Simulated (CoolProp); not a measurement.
Vapour-liquid equilibrium of propane (1) + R245fa (2) at 8.68 bar; x and y are mole fractions of (1).

Computed with CoolProp (multi-fluid Helmholtz-energy mixture model, Lemmon 2009 and Akasaka 2015; pair parameters Bell 2016).

```csv
x,"bubble temperature, mixture model (°C)","bubble temperature, Raoult's law (°C)","y, mixture model","y, Raoult's law"
0.05,70.2,78.2,0.287,0.174
0.125,53.5,70.6,0.559,0.377
0.2,42.7,63.7,0.694,0.526
0.275,36.2,57.7,0.760,0.639
0.35,32.3,52.2,0.796,0.724
0.425,30.0,47.3,0.817,0.790
0.5,28.4,42.8,0.832,0.842
0.575,27.2,38.8,0.845,0.882
0.65,26.1,35.1,0.858,0.914
0.725,25.0,31.7,0.874,0.940
0.8,23.9,28.6,0.895,0.961
0.875,22.9,25.7,0.923,0.978
0.95,21.9,23.1,0.963,0.992
```

The largest gap from Raoult's law is -21.5 K in bubble temperature, at x = 0.275. No azeotrope shows between x = 0.05 and 0.95.

Pair parameters are fitted to limited data, so mixtures are less certain than the pure fluids. With so large a gap from Raoult's law the liquid may split in two, which this calculation doesn't test in full.
